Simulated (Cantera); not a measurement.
Source: NASA polynomial tables (part measured, part estimated), evaluated in Cantera. Values are per mole of reaction as written; species without (g) are pure solids or liquids, kept so even where they would boil at 1 bar.

O2(g) + 2 BaBr2 ⇌ 2 Br2(g) + 2 BaO, with ΔH° = 481.0 kJ and ΔS° = 132.8 J/K at 300 K.

Task: How far is the shortcut ΔG° ≈ ΔH°(300 K) − T·ΔS°(300 K) from the full temperature-dependent value at 2575, 2625, 2675, 2725, 2775 K?

Result: 
```tsv
T (K)	shortcut (kJ)	full (kJ)	difference (kJ)	difference in log10 K	condensed phases
2575	139.2	288.6	-149.4	3.03	BaBr2(l), BaO(l)
2625	132.6	285.4	-152.8	3.04	BaBr2(l), BaO(l)
2675	125.9	282.2	-156.3	3.05	BaBr2(l), BaO(l)
2725	119.3	279.1	-159.8	3.06	BaBr2(l), BaO(l)
2775	112.6	276.0	-163.3	3.07	BaBr2(l), BaO(l)
```
The shortcut ignores heat capacities and the phase changes listed.
